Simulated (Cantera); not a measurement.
An adiabatic, constant-volume homogeneous reactor starts with H2 : O2 : N2 : H2O = 1 : 0.238 : 0.895 : 0.053 (molar parts), equivalence ratio 2.1, at 1700 K and 140000 Pa. Integrator tolerance rtol = 1e-08.

Computed with Cantera and GRI-Mech 3.0 (53 species, 325 reactions).

### Question
What does this change do: initial temperature 1700 to 1050 K?

### Answer
```tsv
quantity	before	after
time of steepest temperature rise	5.85 µs	0.218 ms
temperature at 3.00 s	2984 K	2772 K
equilibrium temperature	2984 K	2772 K
x(H2) at 3.00 s	0.248 (gas-phase equilibrium 0.248)	0.259 (gas-phase equilibrium 0.259)
x(O2) at 3.00 s	0.000754 (gas-phase equilibrium 0.000754)	0.000117 (gas-phase equilibrium 0.000117)
x(H2O) at 3.00 s	0.240 (gas-phase equilibrium 0.240)	0.261 (gas-phase equilibrium 0.261)
x(NO2) at 3.00 s	1.11e-7 (gas-phase equilibrium 1.11e-7)	1.89e-8 (gas-phase equilibrium 1.89e-8)
x(HO2) at 3.00 s	1.15e-6 (gas-phase equilibrium 1.15e-6)	2.14e-7 (gas-phase equilibrium 2.14e-7)
```

### Question
What does this change do: H2 1 to 2.7 parts?

### Answer
```json
[
 {"quantity": "time of steepest temperature rise", "before": "5.85 µs", "after": "8.46 µs"},
 {"quantity": "temperature at 3.00 s", "before": "2984 K", "after": "2608 K"},
 {"quantity": "equilibrium temperature", "before": "2984 K", "after": "2608 K"},
 {"quantity": "x(H2) at 3.00 s", "before": "0.248 (gas-phase equilibrium 0.248)", "after": "0.593 (gas-phase equilibrium 0.593)"},
 {"quantity": "x(O2) at 3.00 s", "before": "0.000754 (gas-phase equilibrium 0.000754)", "after": "2.76e-6 (gas-phase equilibrium 2.76e-6)"},
 {"quantity": "x(H2O) at 3.00 s", "before": "0.240 (gas-phase equilibrium 0.240)", "after": "0.142 (gas-phase equilibrium 0.142)"},
 {"quantity": "x(NO2) at 3.00 s", "before": "1.11e-7 (gas-phase equilibrium 1.11e-7)", "after": "2.29e-10 (gas-phase equilibrium 2.29e-10)"},
 {"quantity": "x(HO2) at 3.00 s", "before": "1.15e-6 (gas-phase equilibrium 1.15e-6)", "after": "5.81e-9 (gas-phase equilibrium 5.81e-9)"}
]
```

### Question
What does this change do: pressure from 140000 Pa to 100000 Pa?

### Answer
```csv
quantity,before,after
time of steepest temperature rise,5.85 µs,8.13 µs
temperature at 3.00 s,2984 K,2950 K
equilibrium temperature,2984 K,2950 K
x(H2) at 3.00 s,0.248 (gas-phase equilibrium 0.248),0.246 (gas-phase equilibrium 0.246)
x(O2) at 3.00 s,0.000754 (gas-phase equilibrium 0.000754),0.000844 (gas-phase equilibrium 0.000844)
x(H2O) at 3.00 s,0.240 (gas-phase equilibrium 0.240),0.239 (gas-phase equilibrium 0.239)
x(NO2) at 3.00 s,1.11e-7 (gas-phase equilibrium 1.11e-7),1.03e-7 (gas-phase equilibrium 1.03e-7)
x(HO2) at 3.00 s,1.15e-6 (gas-phase equilibrium 1.15e-6),1.07e-6 (gas-phase equilibrium 1.07e-6)
```
